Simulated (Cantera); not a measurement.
Feed: 1 mol TiO2, 750 mol H2, held at 0.110 bar.

Equilibrium computed with Cantera from the NASA thermochemical tables; the gas is ideal and each condensed phase is pure. Candidate condensed phases: H2O, Ti, TiO, TiO2, Ti2O3, Ti3O5, Ti4O7; 12 gas species. Mutual solubility and eutectic melting of coexisting phases are not modelled. Rates play no part.

Q: Which condensed phases are stable at each of these points (T (K)): 1475, 1525, 1575, 1625, 1675, 1725, 1775, 1825, 1875, 1925?

A: 
```tsv
T (K)	condensed phases	Ti condensed (%)
1475	Ti3O5(s)	100.0
1525	Ti3O5(s)	100.0
1575	Ti2O3(s) + Ti3O5(s)	100.0
1625	Ti2O3(s)	100.0
1675	Ti2O3(s)	100.0
1725	Ti2O3(s)	100.0
1775	Ti2O3(s)	100.0
1825	Ti2O3(s)	100.0
1875	Ti2O3(s)	100.0
1925	Ti2O3(s)	99.9
```

From 1475 K to 1525 K the condensed part is Ti3O5(s). At 1575 K the condensed part is Ti2O3(s) + Ti3O5(s). From 1625 K to 1925 K the condensed part is Ti2O3(s).
